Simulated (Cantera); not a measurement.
Gas mixture: 100 % N2O, at 0.00170 bar, frozen composition.

Cantera's kinetic-theory transport with the Lennard-Jones parameters of GRI-Mech 3.0, ideal gas; thermal conductivity in the mixture-averaged form. The composition is frozen, though it would react at the higher temperatures.

D: mixture-averaged diffusion coefficient of that species in the mixture.

```csv
T (K),ρ (kg/m³),cp (J/kg/K),μ (µPa s),λ (mW/m/K),Pr,D (cm²/s) N2,D (cm²/s) H,D (cm²/s) C2H2
400,0.00225,970.3,19.5,25.5,0.741,[?],990,125
650,0.00138,1127,29.1,44.4,0.739,[?],2350,303
900,0.001000,1227,37.1,61.5,0.740,[?],4120,535
1150,0.000783,1285,44.1,77.1,0.736,[?],6250,814
1400,0.000643,1327,50.5,91.4,0.733,[?],8700,1140
1650,0.000545,1359,56.4,105,0.732,[?],11500,1500
```

Q: What belongs in the gaps?

A: 
- 400, D (cm²/s) N2: 157
- 650, D (cm²/s) N2: 368
- 900, D (cm²/s) N2: 641
- 1150, D (cm²/s) N2: 968
- 1400, D (cm²/s) N2: 1350
- 1650, D (cm²/s) N2: 1770
